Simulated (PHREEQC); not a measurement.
Solution (25 °C): 88 mmol/kgw HNO3, 12 mmol/kgw NaCl and 11 mmol/kgw MgCl2. Closed to the air; pH follows from the charge balance.

Model: ion-association model, phreeqc.dat, run in PHREEQC.

```
quantity             before  after
-------------------  ------  -----
pH                     1.15   1.83
SI of Halite (NaCl)   -5.20  -5.15
```

Task: What was changed between the two runs?
(A) temperature from 25 to 15 °C
(B) NaCl from 0.012 to 0.024 mol/kgw
(C) HNO3 from 0.088 to 0.0176 mol/kgw
(D) NaCl from 0.012 to 0.0108 mol/kgw
(E) temperature from 25 to 90 °C

Result: C, HNO3 from 0.088 to 0.0176 mol/kgw

Precipitation was switched off in this run.
